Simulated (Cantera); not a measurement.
SiCl4 + O2 (silicon oxide and oxynitride deposition)

Input: 1 mol SiCl4, a varied amount of O2, equilibrated at 1475 °C and 113 Torr.

Cantera equilibrium calculation (NASA polynomials, part measured and part estimated; ideal gas, pure solids and liquids). Candidate condensed phases: Si, SiO2; 15 gas species. The tables' values for SiCl3 are old estimates; treat these amounts as uncertain. The tables hold silica as quartz up to 1696 K and as liquid above; real silica turns to tridymite and cristobalite and melts near 1996 K. Equilibrium is a limit: real reactors are often held back by kinetics, nucleation or transport.

```
n(O2) (mol)  x SiCl4   x Cl2   x Cl     x O2   x SiCl3     x ClO       x O  n SiO2(condensed)
-----------  -------  ------  -----  -------  --------  --------  --------  -----------------
0.055          0.830  0.0386  0.125  2.00e-8   0.00686   1.27e-7   2.67e-8             0.0550
0.086          0.766  0.0661  0.163  6.33e-8   0.00485   2.97e-7   4.76e-8             0.0860
0.13           0.686   0.105  0.206  1.79e-7   0.00344   6.29e-7   8.00e-8              0.130
0.21           0.564   0.171  0.262  5.76e-7   0.00222   1.44e-6   1.44e-7              0.210
0.33           0.421   0.256  0.321  1.73e-6   0.00135   3.06e-6   2.49e-7              0.330
0.51           0.262   0.358  0.379  5.42e-6  0.000712   6.39e-6   4.41e-7              0.510
0.79          0.0916   0.472  0.436  2.71e-5  0.000217   1.64e-5   9.85e-7              0.790
1.2          3.73e-5   0.486  0.442   0.0704   8.70e-8  0.000849   5.02e-5              1.000
1.9          5.92e-6   0.365  0.383    0.250   1.59e-8   0.00139   9.47e-5              1.000
3            1.76e-6   0.258  0.322    0.419   5.64e-9   0.00151  0.000122              1.000
```
x: gas mole fraction; n: condensed amount in mol.

From 0.055 mol O2 to 3 mol O2 the condensed part is SiO2(condensed). The main Si-bearing gas is SiCl4 throughout.
